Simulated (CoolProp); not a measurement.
The fluid at 419.47 K and 2.99 MPa is throttled through a valve to 1.3 MPa with no heat exchange. The same conditions are run with several fluids, on thermodynamics alone (safety and materials aside).

Values from CoolProp's reference Helmholtz-energy equation of state of each fluid (R115: Lemmon 2016; nitrous oxide: Lemmon 2006; R507A: Lemmon 2003; C2F6 (R116): Lemmon 2006; propyne: Polt 1992). The equations of Platzer and Polt are older, rougher fits. Blends and air are pseudo-pure fits.

Rank R115, nitrous oxide, R507A, C2F6 (R116), propyne by temperature change (K), highest first.

C2F6 (R116) (-5.9), nitrous oxide (-8.6), R507A (-11.0), R115 (-11.3), propyne (-16.0)

| fluid | final density (kg/m³) |
|---|---|
| R115 | 64.9 |
| nitrous oxide | 17.2 |
| R507A | 40.7 |
| C2F6 (R116) | 54.3 |
| propyne | 16.9 |
